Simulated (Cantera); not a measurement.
An adiabatic, constant-pressure homogeneous reactor starts with C3H8 : O2 : N2 : H2O = 1 : 4.55 : 17.1 : 2.4 (molar parts), equivalence ratio 1.1, at 1123 K and 10.0 bar. Integrator tolerance rtol = 1e-08.

Cantera simulation using GRI-Mech 3.0 (53 species, 325 reactions); the numbers are that mechanism's predictions, not measurements. GRI-Mech 3.0 was tuned for natural gas; its chemistry of propane as a main component is partial and can be far from experiment.

```
quantity                                                            before                                    after
---------------------------------  ---------------------------------------  ---------------------------------------
time of steepest temperature rise                                  6.84 ms                                  6.62 ms
temperature at 0.100 s                                              2642 K                                   2900 K
equilibrium temperature                                             2642 K                                   2900 K
x(C3H8) at 0.100 s                   <1e-12 (gas-phase equilibrium <1e-12)    <1e-12 (gas-phase equilibrium <1e-12)
x(O2) at 0.100 s                   0.00335 (gas-phase equilibrium 0.00335)  0.00592 (gas-phase equilibrium 0.00592)
x(H2O) at 0.100 s                      0.221 (gas-phase equilibrium 0.221)      0.214 (gas-phase equilibrium 0.214)
x(CH2O) at 0.100 s                 1.82e-9 (gas-phase equilibrium 1.82e-9)  7.54e-9 (gas-phase equilibrium 7.54e-9)
x(CH2CO) at 0.100 s                  <1e-12 (gas-phase equilibrium <1e-12)    <1e-12 (gas-phase equilibrium <1e-12)
x(NO) at 0.100 s                   0.00332 (gas-phase equilibrium 0.00332)  0.00635 (gas-phase equilibrium 0.00635)
x(CO) at 0.100 s                     0.0327 (gas-phase equilibrium 0.0327)    0.0401 (gas-phase equilibrium 0.0401)
```

Task: Which change was made?
A) pressure from 10.0 bar to 18.0 bar
B) initial temperature 1123 to 1675 K
C) constant volume in place of constant pressure
D) H2O 2.4 to 1.6 parts

Result: C, constant volume in place of constant pressure
